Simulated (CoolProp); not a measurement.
The fluid at 298.15 K and 0.364 MPa expands adiabatically to 0.0294 MPa with isentropic efficiency 0.8. The same conditions are run with several fluids, on thermodynamics alone (safety and materials aside).

Values from CoolProp's reference Helmholtz-energy equation of state of each fluid (C3F8 (R218): Lemmon 2006; R404A: Lemmon 2003; carbon monoxide: Lemmon 2006; fluoroethane (R161): Wu 2012). Blends and air are pseudo-pure fits.

| fluid | work (kJ/kg) | final temperature (K) | final density (kg/m³) |
|---|---|---|---|
| C3F8 (R218) | [?] | [?] | [?] |
| R404A | [?] | 238.7 | [?] |
| carbon monoxide | [?] | 175.5 | 0.565 |
| fluoroethane (R161) | 83.0 | 216.5 | 0.795 |

**Question.** Fill in the missing entries.

**Answer.** 
- C3F8 (R218), work (kJ/kg): 23.6
- C3F8 (R218), final temperature (K): 262.4
- C3F8 (R218), final density (kg/m³): 2.56
- R404A, work (kJ/kg): 43.1
- R404A, final density (kg/m³): 1.46
- carbon monoxide, work (kJ/kg): 127
